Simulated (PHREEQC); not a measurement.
0.27 g of hydrous ferric oxide (600 m²/g; 0.2 weak and 0.005 strong sites per Fe, Dzombak-Morel constants, diffuse double layer) in 1 kg of water with 0.05 mol/kgw of an inert sodium salt and 9.2e-06 mol CuSO4 and 1.4e-06 mol NaF, at 25 °C; the pH is set by adding NaOH or the inert anion's acid. Oxygen is held at 0.21 atm. No CO2 enters from the air. Precipitation was switched off in this run.

Equilibrium calculation in PHREEQC: ion-association model, wateq4f.dat.

```csv
pH,S sorbed (%),Cu sorbed (%),F sorbed (%),surface charge σ (C/m²),surface potential ψ (mV)
3,99.7,0.0,79.5,0.346,168
3.38,99.7,0.2,84.3,0.332,___
3.75,99.6,0.9,85.6,___,162
4.12,99.4,4.4,84.5,0.273,156
4.88,97.9,47.2,75.6,0.189,___
5.25,___,77.5,67.3,0.150,126
5.62,88.7,93.4,56.3,___,113
6,72.9,98.4,43.0,0.087,99
6.38,45.8,99.6,29.8,0.064,83
6.75,20.1,99.9,18.8,0.046,___
7.12,6.3,100.0,10.6,0.030,51
7.88,0.4,100.0,2.6,0.007,___
8.25,0.1,100.0,1.3,-0.003,-6
8.62,0.0,100.0,0.6,-0.013,-25
9,0.0,99.9,0.3,-0.025,-43
```

Some entries are withheld; supply them.


- 3.38, surface potential ψ (mV): 166
- 3.75, surface charge σ (C/m²): 0.307
- 4.88, surface potential ψ (mV): 137
- 5.25, S sorbed (%): 95.3
- 5.62, surface charge σ (C/m²): 0.116
- 6.75, surface potential ψ (mV): 68
- 7.88, surface potential ψ (mV): 13

Complexes and solids missing from the database can't appear. The database's constant for dissolved Cu(OH)2 is higher than later reviews accept. The oxide is taken as insoluble; below pH 4 it would dissolve.
